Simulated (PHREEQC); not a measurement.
**Alkaline etch or developer: speciation**

Make-up at 25 °C: 0.034 mol/kgw NaOH, 0.0001 mol/kgw H3BO3 and 0.093 mol/kgw K2CO3. Closed to the air; pH follows from the charge balance.

Equilibrium calculation in PHREEQC: ion-association model, wateq4f.dat.

No solid was allowed to form.

Q: Estimate the pH, activity of water.

A: pH 12.37; activity of water 0.994.

Q: In which forms is Na present?

A: Na+ 70 %, NaCO3- 30 % of the Na.

Species that the database lacks are ignored.
